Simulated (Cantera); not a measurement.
What does this Cantera script print?

```python
import numpy as np
import cantera as ct

gas = ct.Solution("gri30.yaml")
gas.TPX = 1000, 11000, {'C2H6': 1, 'N2': 1.8}
inlet = ct.Reservoir(gas, clone=True)

reactor = ct.IdealGasConstPressureReactor(gas, energy="off", clone=False)
exhaust = ct.Reservoir(gas, clone=True)
tau = [0.55, 0.2, 0.076, 0.028, 0.01, 0.0039, 0.0014, 0.00053, 0.0002][0]
for a, b in ((inlet, reactor), (reactor, exhaust)):
    ct.MassFlowController(a, b, mdot=lambda t: reactor.mass / tau)
net = ct.ReactorNet([reactor])
show = ['C2H6', 'C2H2', 'H2', 'C2H4', 'CH2']

rows = []
print(f"{'tau/s':>10s}{'T/K':>9s}" + "".join(f"{s:>11s}" for s in show))
for tau in [0.55, 0.2, 0.076, 0.028, 0.01, 0.0039, 0.0014, 0.00053, 0.0002]:
    net.initial_time = 0.0
    net.advance(30 * tau)
    before = gas.X
    net.advance(40 * tau)
    drift = np.max(np.abs(gas.X - before) / (gas.X + 1e-9))
    rows.append([gas.T, *gas[show].X, drift])
    print(f"{tau:10.3e}{gas.T:9.1f}" + "".join(f"{x:11.3e}" for x in gas[show].X))
```

Result:

```
     tau/s      T/K       C2H6       C2H2         H2       C2H4        CH2
 5.500e-01   1000.0  3.149e-01  1.208e-04  3.011e-02  3.042e-02  1.604e-13
 2.000e-01   1000.0  3.420e-01  2.275e-05  1.084e-02  1.096e-02  1.377e-13
 7.600e-02   1000.0  3.524e-01  2.785e-06  3.417e-03  3.453e-03  8.223e-14
 2.800e-02   1000.0  3.561e-01  1.375e-07  7.309e-04  7.358e-04  2.486e-14
 1.000e-02   1000.0  3.570e-01  2.923e-09  1.035e-04  1.038e-04  6.532e-15
 3.900e-03   1000.0  3.571e-01  7.330e-11  1.525e-05  1.527e-05  2.690e-15
 1.400e-03   1000.0  3.571e-01  1.213e-12  1.700e-06  1.702e-06  1.166e-15
 5.300e-04   1000.0  3.571e-01  1.891e-14  1.788e-07  1.794e-07  4.687e-16
 2.000e-04   1000.0  3.571e-01  1.852e-16  1.486e-08  1.496e-08  1.319e-16
```

Computed with Cantera and GRI-Mech 3.0 (53 species, 325 reactions). GRI-Mech 3.0 stops at C3 and has no aromatics, soot or wall deposition, so with more carbon than oxygen in the feed, carbon stays in small species such as C2H2 where larger ones or solid carbon would form.
